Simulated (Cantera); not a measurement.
A Cantera script and what it prints.

```python
import numpy as np
import cantera as ct

gas_names = """
    N2O N
""".split()
cond_names = """
    V2O3(s) V2O3(L) V2O4(I) V2O4(II) V2O4(L)
""".split()


# ... load() reads the species with a 1 bar reference pressure and builds the phases ...
species = {s.name: s for s in load("nasa_gas.yaml", gas_names) + load("nasa_condensed.yaml", cond_names)}
# Each term lists the table entries of one substance; the one whose range holds T is used.
reactions = {
    'V2O3 + N2O(g) = 2 N(g) + V2O4':
        [(-1, ['V2O3(s)', 'V2O3(L)']), (-1, ['N2O']), (2, ['N']), (1, ['V2O4(I)', 'V2O4(II)', 'V2O4(L)'])],
}


def pick(names, T):
    return next(species[n] for n in names if species[n].thermo.min_temp <= T <= species[n].thermo.max_temp)


results = []
for label, terms in reactions.items():
    print(label)
    print("     T/K   dH/kJ  dS/(J/K)   dG/kJ   log10 K")
    for T in [1925, 2125, 2325, 2525, 2725, 2925]:
        used = [(nu, pick(names, T)) for nu, names in terms]
        dH = sum(nu * s.thermo.h(T) for nu, s in used) / 1e6
        dS = sum(nu * s.thermo.s(T) for nu, s in used) / 1e3
        dG = dH - T * dS / 1e3
        logK = -dG * 1e6 / (ct.gas_constant * T * np.log(10))
        results.append((label, T, dH, dS, dG, logK, [s.name for _, s in used]))
        print(f"{T:8g} {dH:8.1f} {dS:8.1f} {dG:8.1f} {logK:8.2f}")
```

Result:

```
V2O3 + N2O(g) = 2 N(g) + V2O4
     T/K   dH/kJ  dS/(J/K)   dG/kJ   log10 K
    1925    790.9    200.5    404.9   -10.99
    2125    795.6    202.8    364.5    -8.96
    2325    798.7    204.3    323.8    -7.27
    2525    688.4    157.0    292.0    -6.04
    2725    695.5    159.7    260.3    -4.99
    2925    702.5    162.2    228.1    -4.07
```

Standard-state values (1 bar) from the NASA 1993 polynomials, evaluated with Cantera. Condensed species are held in their standard states even where they would react or evaporate.
